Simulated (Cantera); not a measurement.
Al + O2 + H2 (aluminium nitride and oxide growth)

Feed: 1 mol Al, 0.3 mol O2, 2.3 mol H2, held at 1.33 mbar.

Cantera equilibrium calculation (NASA polynomials, part measured and part estimated; ideal gas, pure solids and liquids). Candidate condensed phases: Al, Al2O3, H2O; 19 gas species. Mutual solubility and eutectic melting of coexisting phases are not modelled. Rates play no part.

```tsv
T (K)	log p H2	log p Al	log p H	log p AlH	log p Al2O	n Al(s)	n Al2O3(s)	n Al(l)
873	-2.88	-12.72	-11.77	-12.26	-14.68	0.600	0.200	0
898	-2.88	-12.18	-11.40	-11.84	-14.01	0.600	0.200	0
923	-2.88	-11.67	-11.05	-11.44	-13.37	0.600	0.200	0
948	-2.88	-11.19	-10.72	-11.07	-12.79	0	0.200	0.600
973	-2.88	-10.75	-10.40	-10.73	-12.24	0	0.200	0.600
998	-2.88	-10.33	-10.10	-10.41	-11.72	0	0.200	0.600
1023	-2.88	-9.93	-9.82	-10.10	-11.22	0	0.200	0.600
1048	-2.88	-9.55	-9.55	-9.81	-10.75	0	0.200	0.600
1073	-2.88	-9.18	-9.29	-9.53	-10.30	0	0.200	0.600
1098	-2.88	-8.84	-9.04	-9.26	-9.88	0	0.200	0.600
1123	-2.88	-8.51	-8.81	-9.01	-9.47	0	0.200	0.600
1148	-2.88	-8.19	-8.58	-8.77	-9.08	0	0.200	0.600
1173	-2.88	-7.89	-8.37	-8.54	-8.71	0	0.200	0.600
```
log p: log10 of the partial pressure in bar; n: condensed amount in mol.

From 873 K to 923 K the condensed part is Al(s) + Al2O3(s). From 948 K to 1173 K the condensed part is Al(l) + Al2O3(s).
